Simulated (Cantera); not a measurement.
Input: 1 mol CsCl, 8.5 mol H₂O, 4.1 mol H₂, held at 977 °C and 0.130 bar.

Method: chemical equilibrium by Gibbs-energy minimisation in Cantera with the NASA 1993 tables (ideal gas, pure condensed phases). Candidate condensed phases: Cs, CsCl, CsOH, H₂O; 22 gas species. Equilibrium is a limit: real reactors are often held back by kinetics, nucleation or transport.

Base state: H₂O 0.628, H₂ 0.303, CsCl 0.0624, Cs₂Cl₂ 0.00553, HCl 0.000443, CsOH 0.000432, Cs 1.10e-5 (mole fractions); condensed: gas only.

Task: What changes in the equilibrium state with this change: pressure from 0.130 bar to 2.10e-5 bar?

Result: 
```csv
species,before,after
H₂O,0.628,0.625
H₂,0.303,0.301
CsCl,0.0624,0.0727
Cs₂Cl₂,0.00553,1.21e-6
H,7.38e-7,5.79e-5
Cs,1.10e-5,0.000545
HCl,0.000443,0.000816
CsOH,0.000432,0.000271
```

Task: What changes in the equilibrium state with this change: temperature from 977 °C to 802 °C?

Result: 
```csv
species,before,after
H₂O,0.628,0.653
H₂,0.303,0.315
CsCl,0.0624,0.0219
Cs₂Cl₂,0.00553,0.0102
Cs,1.10e-5,5.84e-7
HCl,0.000443,9.04e-5
CsOH,0.000432,8.98e-5
"CsCl(l), mol",0,0.447
```
